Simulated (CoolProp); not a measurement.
Vapour-liquid equilibrium of carbonyl sulfide (1) + propane (2) at 0.0106 MPa; x and y are mole fractions of (1).

Values from CoolProp's multi-fluid Helmholtz-energy mixture model, Lemmon 2006 and Lemmon 2009; pair parameters Bell 2016.

```
x     bubble temperature, mixture model (K)  bubble temperature, Raoult's law (K)  y, mixture model  y, Raoult's law
----  -------------------------------------  ------------------------------------  ----------------  ---------------
0.05                                    [?]                                 189.7             0.089            0.075
0.2                                   188.0                                 188.6             0.295            0.278
0.35                                    [?]                                 187.6             0.454            0.454
0.5                                   186.2                                 186.6               [?]            0.608
0.65                                    [?]                                 185.7             0.726            0.742
0.8                                     [?]                                 184.9               [?]            0.862
0.95                                  184.1                                 184.1               [?]            0.967
```

Question: Complete the blanks.

Answer: 
- 0.05, bubble temperature, mixture model (K): 189.4
- 0.35, bubble temperature, mixture model (K): 187.0
- 0.5, y, mixture model: 0.594
- 0.65, bubble temperature, mixture model (K): 185.5
- 0.8, bubble temperature, mixture model (K): 184.8
- 0.8, y, mixture model: 0.852
- 0.95, y, mixture model: 0.966

The largest gap from Raoult's law is -0.6 K in bubble temperature, at x = 0.2. No azeotrope shows between x = 0.05 and 0.95.

Pair parameters are fitted to limited data, so mixtures are less certain than the pure fluids.
